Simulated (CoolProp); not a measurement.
A single-stage vapour-compression cycle with R245ca: evaporating at 296.15 K (dew point), condensing at 327.15 K (bubble point), superheat 8 K, subcooling 2 K, compressor efficiency 0.8, no pressure losses. Each further row changes one setting.

Computed with CoolProp (reference Helmholtz-energy equation of state, Zhou 2016).

| case | cooling COP | pressure ratio | discharge temperature (K) | refrigerating effect (kJ/kg) | volumetric capacity (kJ/m³) |
|---|---|---|---|---|---|
| as stated | ? | 2.95 | 334.4 | 172 | 875 |
| evaporating temperature 301.15 K | 8.48 | 2.43 | 334.2 | ? | 1070 |
| condensing temperature 322.15 K | 8.36 | 2.52 | ? | 179 | 911 |
| subcooling 7 K | 7.12 | 2.95 | 334.4 | 179 | 911 |
| superheat 18 K | 6.95 | 2.95 | 344.5 | ? | ? |
| compressor efficiency 0.7 | 5.99 | 2.95 | 337.9 | 172 | 875 |

Question: Complete the blanks.

Answer: 
- as stated, cooling COP: 6.84
- evaporating temperature 301.15 K, refrigerating effect (kJ/kg): 176
- condensing temperature 322.15 K, discharge temperature (K): 329.8
- superheat 18 K, refrigerating effect (kJ/kg): 181
- superheat 18 K, volumetric capacity (kJ/m³): 890
